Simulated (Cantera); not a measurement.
A perfectly stirred reactor is fed with H2 : O2 : N2 = 0.84 : 1 : 4.3 (molar parts), equivalence ratio 0.42, at 750 Torr; it is held at 1073 K, and followed from long to short residence time.

Cantera simulation using GRI-Mech 3.0 (53 species, 325 reactions); the numbers are that mechanism's predictions, not measurements. The temperature is held fixed by assumption; the heat of reaction is taken as removed at once.

Question: What does this change do: pressure from 750 Torr to 173 Torr?

Answer: 
```json
[
 {"quantity": "x(H2) at τ = 1.90 s", "before": "0.00107", "after": "0.000235"},
 {"quantity": "x(O2) at τ = 1.90 s", "before": "0.102", "after": "0.101"},
 {"quantity": "x(O) at τ = 1.90 s", "before": "1.54e-6", "after": "2.55e-5"},
 {"quantity": "x(NO2) at τ = 1.90 s", "before": "1.23e-8", "after": "1.04e-9"},
 {"quantity": "x(H2O) at τ = 1.90 s", "before": "0.146", "after": "0.147"},
 {"quantity": "x(H2) at τ = 35.0 ms", "before": "0.00786", "after": "0.00270"},
 {"quantity": "x(O2) at τ = 35.0 ms", "before": "0.105", "after": "0.102"},
 {"quantity": "x(O) at τ = 35.0 ms", "before": "2.30e-5", "after": "0.000365"},
 {"quantity": "x(NO2) at τ = 35.0 ms", "before": "1.28e-9", "after": "3.14e-10"},
 {"quantity": "x(H2O) at τ = 35.0 ms", "before": "0.138", "after": "0.144"}
]
```
